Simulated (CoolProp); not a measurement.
Properties of hexamethyldisiloxane (MM) along the isobar 0.905 MPa.

The numbers come from the reference Helmholtz-energy equation of state, Thol 2016 in CoolProp.

```
T (K)   phase           Z  cp (kJ/(kg K))  fugacity coefficient
-----  ------  ----------  --------------  --------------------
416.5  liquid     0.06819           2.251                0.3079
423.7  liquid     0.06816           2.278                0.3544
430.9  liquid     0.06822           2.306                0.4051
438.1  liquid     0.06837           2.337                0.4599
445.2  liquid  (withheld)           2.370            (withheld)
452.4  liquid     0.06905           2.407                0.5803
459.6  liquid     0.06963           2.451                0.6465
466.8  liquid     0.07044           2.504                0.7160
474       gas  (withheld)           2.240                0.7731
481.2     gas      0.7244           2.207                0.7854
488.3     gas  (withheld)           2.189                0.7967
495.5     gas      0.7629           2.178                0.8072
502.7     gas      0.7788           2.173            (withheld)
509.9     gas  (withheld)           2.172                0.8262
517.1     gas      0.8059           2.175                0.8347
524.3     gas      0.8176           2.179                0.8427
```

Q: What belongs in the gaps?

A: 
- 445.2, Z: 0.06864
- 445.2, fugacity coefficient: 0.5178
- 474, Z: 0.7002
- 488.3, Z: 0.7448
- 502.7, fugacity coefficient: 0.8170
- 509.9, Z: 0.7931
